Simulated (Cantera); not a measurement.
## Reactions in the system Cu-N-O

Cantera with NASA thermochemical tables; ideal gases at 1 bar, condensed phases pure. Values are per mole of reaction as written; species without (g) are pure solids or liquids, kept so even where they would boil at 1 bar.

Cu₂O + N(g) → NO(g) + 2 Cu

| T (K) | ΔH° (kJ) | ΔS° (J/K) | ΔG° (kJ) | log10 K | condensed phases |
|---|---|---|---|---|---|
| 300 | -210.7 | 31.3 | -220.1 | 38.32 | Cu₂O(s), Cu(s) |
| 1400 | -195.5 | 36.1 | -246.1 | 9.18 | Cu₂O(s), Cu(l) |
| 1500 | -196.9 | 35.2 | -249.7 | 8.69 | Cu₂O(s), Cu(l) |
| 1600 | -263.5 | -8.7 | -249.6 | 8.15 | Cu₂O(l), Cu(l) |
| 1700 | -265.4 | -9.9 | -248.6 | 7.64 | Cu₂O(l), Cu(l) |
| 1800 | -267.3 | -11.0 | -247.6 | 7.19 | Cu₂O(l), Cu(l) |
| 1900 | -269.2 | -12.0 | -246.5 | 6.78 | Cu₂O(l), Cu(l) |
| 2000 | -271.0 | -12.9 | -245.2 | 6.40 | Cu₂O(l), Cu(l) |
| 2100 | -272.9 | -13.8 | -243.9 | 6.07 | Cu₂O(l), Cu(l) |
